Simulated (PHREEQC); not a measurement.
Consider water at 25 °C with 8e-05 mol/kgw Ca(HCO3)2. Closed to the air; pH follows from the charge balance.

All values are PHREEQC results (ion-association model, wateq4f.dat), not measurements.

No solid was allowed to form.

Estimate the pH.

pH 8.13.

In which forms is C present?

HCO3- 98 %, CO2 1.6 %, CO3-2 0.7 % of the C.
